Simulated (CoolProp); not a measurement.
A single-stage vapour-compression cycle with ammonia: evaporating at 214.15 K (dew point), condensing at 265.15 K (bubble point), superheat 2 K, subcooling 0 K, compressor efficiency 0.7, no pressure losses. Each further row changes one setting.

Model: reference Helmholtz-energy equation of state, Gao 2020, in CoolProp.

| case | cooling COP | pressure ratio | discharge temperature (K) | refrigerating effect (kJ/kg) | volumetric capacity (kJ/m³) |
|---|---|---|---|---|---|
| as stated | … | 13.5 | 463.8 | 1220 | 272 |
| evaporating temperature 219.15 K | … | 9.84 | … | … | … |
| condensing temperature 260.15 K | 2.57 | 11.0 | 440.6 | 1240 | 277 |
| subcooling 5 K | … | 13.5 | 463.8 | 1240 | 277 |
| superheat 12 K | 2.21 | 13.5 | 482.5 | 1240 | … |
| compressor efficiency 0.6 | 1.94 | 13.5 | … | 1220 | 272 |

Question: Complete the blanks.

Answer: 
- as stated, cooling COP: 2.27
- evaporating temperature 219.15 K, cooling COP: 2.65
- evaporating temperature 219.15 K, discharge temperature (K): 436.1
- evaporating temperature 219.15 K, refrigerating effect (kJ/kg): 1230
- evaporating temperature 219.15 K, volumetric capacity (kJ/m³): 368
- subcooling 5 K, cooling COP: 2.31
- superheat 12 K, volumetric capacity (kJ/m³): 264
- compressor efficiency 0.6, discharge temperature (K): 500.3
